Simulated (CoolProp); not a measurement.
Vapour pressure (kPa) of R141b: the reference equation beside estimates from Tc = 477.5 K, pc = 4212 kPa, ω = 0.220. Clausius-Clapeyron is anchored at 345.8 K with a constant enthalpy of vaporisation of 23.57 kJ/mol.

Computed with CoolProp (reference Helmholtz-energy equation of state, Lemmon 2006). It is a short technical equation, of lower accuracy than the large ones.

```tsv
T (K)	reference	Lee-Kesler	Clausius-Clapeyron	Redlich-Kwong	Soave-Redlich-Kwong	Peng-Robinson
345.8	348.8	349.2	348.8	487.4	349.1	346.8
350.4	393.1	393.7	388.4	541.7	393.8	390.7
354.9	440.5	441.2	430.4	598.9	441.5	437.7
359.4	492.0	492.9	475.7	660.2	493.5	488.8
363.9	547.8	548.9	524.4	725.8	549.9	544.3
368.4	608.3	609.5	576.8	795.8	611.0	604.4
372.9	673.5	674.9	632.9	870.4	677.1	669.4
377.4	743.8	745.3	693.0	949.7	748.4	739.5
381.9	819.4	820.9	757.1	1034	825.1	815.0
386.4	900.5	902.0	825.5	1123	907.4	896.1
390.9	987.4	988.9	898.3	1217	995.7	983.2
```

Absolute difference from the reference over all 11 rows, mean and median: Lee-Kesler 0.2 and 0.2 %, Clausius-Clapeyron 4.9 and 5.2 %, Redlich-Kwong 31.1 and 30.8 %, Soave-Redlich-Kwong 0.5 and 0.4 %, Peng-Robinson 0.6 and 0.6 %.
